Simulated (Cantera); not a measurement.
## Thermodynamics of carbothermic reduction, feed CuO + C + N2

A closed system holds: 1 mol CuO, a varied amount of C, 0.78 mol N2, equilibrated at 1700 °C and 15.8 Torr.

Cantera equilibrium calculation (NASA polynomials, part measured and part estimated; ideal gas, pure solids and liquids). Candidate condensed phases: C, Cu, CuO, Cu2O; 27 gas species. The numbers say what is thermodynamically allowed, not how fast it happens.

From 0.58 mol C to 0.92 mol C the condensed part is Cu(l). From 1.2 mol C to 3 mol C the condensed part is C(graphite) + Cu(l). The main Cu-bearing gas is Cu throughout.

```json
[
 {"n(C) (mol)": "0.58", "x N2": "0.482", "x CO": "0.0999", "x CO2": "0.258", "x Cu": "0.159", "x Cu2": "0.000598", "x O2": "0.000353", "n Cu(l)": "0.741", "n C(graphite)": "0"},
 {"n(C) (mol)": "0.73", "x N2": "0.434", "x CO": "0.256", "x CO2": "0.150", "x Cu": "0.159", "x Cu2": "0.000598", "x O2": "1.81e-5", "n Cu(l)": "0.712", "n C(graphite)": "0"},
 {"n(C) (mol)": "0.92", "x N2": "0.386", "x CO": "0.415", "x CO2": "0.0395", "x Cu": "0.159", "x Cu2": "0.000598", "x O2": "4.78e-7", "n Cu(l)": "0.676", "n C(graphite)": "0"},
 {"n(C) (mol)": "1.2", "x N2": "0.368", "x CO": "0.472", "x CO2": "1.36e-7", "x Cu": "0.159", "x Cu2": "0.000598", "x O2": "<1e-12", "n Cu(l)": "0.661", "n C(graphite)": "0.200"},
 {"n(C) (mol)": "1.5", "x N2": "0.368", "x CO": "0.472", "x CO2": "1.36e-7", "x Cu": "0.159", "x Cu2": "0.000598", "x O2": "<1e-12", "n Cu(l)": "0.661", "n C(graphite)": "0.500"},
 {"n(C) (mol)": "1.9", "x N2": "0.368", "x CO": "0.472", "x CO2": "1.36e-7", "x Cu": "0.159", "x Cu2": "0.000598", "x O2": "<1e-12", "n Cu(l)": "0.661", "n C(graphite)": "0.900"},
 {"n(C) (mol)": "2.4", "x N2": "0.368", "x CO": "0.472", "x CO2": "1.36e-7", "x Cu": "0.159", "x Cu2": "0.000598", "x O2": "<1e-12", "n Cu(l)": "0.661", "n C(graphite)": "1.40"},
 {"n(C) (mol)": "3", "x N2": "0.368", "x CO": "0.472", "x CO2": "1.36e-7", "x Cu": "0.159", "x Cu2": "0.000598", "x O2": "<1e-12", "n Cu(l)": "0.661", "n C(graphite)": "2.00"}
]
```
x: gas mole fraction; n: condensed amount in mol.
